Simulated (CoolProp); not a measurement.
A simple Rankine cycle with neopentane: condensing at 324.15 K, boiler at 0.941 MPa, turbine inlet 514.6 K, turbine efficiency 0.8, pump efficiency 0.8, no recuperator. Each further row changes one setting.

Model: reference Helmholtz-energy equation of state, Lemmon 2006, in CoolProp. It is a short technical equation, of lower accuracy than the large ones.

| case | thermal efficiency (%) | net work (kJ/kg) | heat in (kJ/kg) | turbine exit temperature (K) | volume ratio over the turbine |
|---|---|---|---|---|---|
| as stated | 5.8 | 40.8 | 708 | 495.8 | 2.57 |
| turbine inlet 534.6 K | 5.6 | ___ | ___ | ___ | 2.56 |
| condensing temperature 316.15 K | 6.9 | ___ | 727 | 491.7 | 3.18 |
| boiler pressure 0.659 MPa | 3.7 | 26.1 | ___ | 503.1 | ___ |
| turbine efficiency 0.7 | 5.0 | ___ | 708 | 497.8 | 2.58 |

Some entries are withheld; supply them.


- turbine inlet 534.6 K, net work (kJ/kg): 42.7
- turbine inlet 534.6 K, heat in (kJ/kg): 762
- turbine inlet 534.6 K, turbine exit temperature (K): 515.8
- condensing temperature 316.15 K, net work (kJ/kg): 50.3
- boiler pressure 0.659 MPa, heat in (kJ/kg): 712
- boiler pressure 0.659 MPa, volume ratio over the turbine: 1.79
- turbine efficiency 0.7, net work (kJ/kg): 35.5
